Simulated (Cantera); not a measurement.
# Low-pressure radical oxidation in H2/O2

An isothermal, constant-pressure homogeneous reactor starts with H2 : O2 = 0.011 : 1 (molar parts), at 1250 K and 0.00970 bar.

Computed with Cantera and the H2/O2 subset of GRI-Mech 3.0, which has no nitrogen chemistry. Radical loss at walls, strong at low pressure, is not modelled.

| t (s) | x H2 | x O2 | x H | x OH | x O |
|---|---|---|---|---|---|
| 0.000100 | 0.0109 | 0.989 | 8.13e-10 | 1.03e-9 | 1.07e-9 |
| 0.000280 | 0.0109 | 0.989 | 1.38e-9 | 4.42e-9 | 4.96e-9 |
| 0.000786 | 0.0109 | 0.989 | 3.98e-9 | 2.13e-8 | 2.69e-8 |
| 0.00220 | 0.0109 | 0.989 | 4.99e-8 | 3.17e-7 | 4.30e-7 |
| 0.00618 | 0.0103 | 0.989 | 4.44e-5 | 0.000268 | 0.000377 |
| 0.0173 | 5.38e-5 | 0.979 | 0.000463 | 0.00101 | 0.00928 |
| 0.0486 | 4.53e-5 | 0.980 | 0.000403 | 0.000953 | 0.00859 |
| 0.136 | 3.70e-5 | 0.982 | 0.000296 | 0.000863 | 0.00697 |
| 0.382 | 2.28e-5 | 0.984 | 0.000141 | 0.000679 | 0.00423 |
| 1.07 | 8.73e-6 | 0.987 | 3.28e-5 | 0.000421 | 0.00159 |
| 3.00 | 2.05e-6 | 0.989 | 3.69e-6 | 0.000204 | 0.000370 |
x: mole fraction; the columns are a selection and need not sum to one.

Equilibrium at this temperature and pressure: H2 3.88e-9, O2 0.989, H 3.08e-10, OH 8.95e-6, O 7.03e-7 (gas phase only).
